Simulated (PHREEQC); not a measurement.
Dissolve 0.044 mol/kgw H2SO4, 4.4e-05 mol/kgw Al2(SO4)3 and 0.025 mol/kgw Fe2(SO4)3 at 25 °C. Closed to the air; pH follows from the charge balance.

Equilibrium calculation in PHREEQC: ion-association model, phreeqc.dat.

```json
[
 {"quantity": "pH", "before": "1.46", "after": "1.36"},
 {"quantity": "ionic strength (mol/kgw)", "before": "0.136", "after": "0.150"},
 {"quantity": "HSO4- (mol/kgw)", "before": "0.0384", "after": "0.0423"},
 {"quantity": "SO4-2 (mol/kgw)", "before": "0.0260", "after": "0.0234"}
]
```

Which change was made?
(A) diluted 5-fold with water
(B) temperature from 25 to 65 °C
(C) Fe2(SO4)3 left out
(D) 0.017 mol/kgw HBr added
(E) diluted 100-fold with water

D, 0.017 mol/kgw HBr added

This is a speciation only: nothing precipitates in the calculation. Some of these states are supersaturated (in Hematite (slow to form), Goethite (slow to form), for instance).
